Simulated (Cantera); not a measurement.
Cantera run:

```python
import numpy as np
import cantera as ct

gas_names = [...]  # 95 gases of nasa_gas.yaml made of C, F, H
cond_names = """
    C(gr) C6H6(L) C7H8(L) C8H18(L),n-octa
""".split()


# ... load() reads the species with a 1 bar reference pressure and builds the phases ...
atoms = {
    'CF4': {'C': 1, 'F': 4},
    'CH4': {'C': 1, 'H': 4},
    'H2': {'H': 2},
}
top_T = {'C(gr)': 4500}  # K; cautious upper limits of use, not melting points


# ... equilibrate(T, P, feed) seeds the gas with the atoms and calls Mixture.equilibrate('TP', solver="vcs", rtol=1e-11, max_steps=5000) ...
results = []
T = 900  # K
P = 1600  # Pa
for m in [0.49, 0.91, 1.7, 3.1, 5.8, 11, 20]:
    feed = {'CF4': 1, 'CH4': 0.31, 'H2': m}  # mol
    mix = equilibrate(T, P, feed)
    results.append((T, P, feed, dict(zip(mix.species_names, mix.species_moles))))
    x = sorted(zip(gas.X, gas.species_names), reverse=True)
    print(f"T = {T:g} K  P = {P:g} Pa  n(H2) = {m:g} mol  gas = {mix.phase_moles(0):.4g} mol")
    print("   x: " + "  ".join(f"{s} {v:.3e}" for v, s in x if v > 1e-05))
    print("   condensed (mol): " + ("  ".join(f"{mix.phase(i).name} {mix.phase_moles(i):.4g}"
          for i in range(1, mix.n_phases) if mix.phase_moles(i) > 1e-12) or "none"))
```

Result:

```
T = 900 K  P = 1600 Pa  n(H2) = 0.49 mol  gas = 2.665 mol
   x: HF 8.330e-01  CF4 1.670e-01
   condensed (mol): C(gr) 0.865
T = 900 K  P = 1600 Pa  n(H2) = 0.91 mol  gas = 3.295 mol
   x: HF 9.287e-01  CF4 7.132e-02
   condensed (mol): C(gr) 1.075
T = 900 K  P = 1600 Pa  n(H2) = 1.7 mol  gas = 4.32 mol
   x: HF 9.260e-01  H2 7.402e-02  CH4 2.736e-05
   condensed (mol): C(gr) 1.31
T = 900 K  P = 1600 Pa  n(H2) = 3.1 mol  gas = 5.717 mol
   x: HF 6.996e-01  H2 2.999e-01  CH4 4.492e-04
   condensed (mol): C(gr) 1.307
T = 900 K  P = 1600 Pa  n(H2) = 5.8 mol  gas = 8.409 mol
   x: H2 5.229e-01  HF 4.757e-01  CH4 1.365e-03
   condensed (mol): C(gr) 1.299
T = 900 K  P = 1600 Pa  n(H2) = 11 mol  gas = 13.59 mol
   x: H2 7.031e-01  HF 2.944e-01  CH4 2.468e-03
   condensed (mol): C(gr) 1.276
T = 900 K  P = 1600 Pa  n(H2) = 20 mol  gas = 22.54 mol
   x: H2 8.192e-01  HF 1.774e-01  CH4 3.351e-03
   condensed (mol): C(gr) 1.234
```

Equilibrium computed with Cantera from the NASA thermochemical tables; the gas is ideal and each condensed phase is pure. Gases not in the tables: C2F6 and larger saturated fluorocarbons.
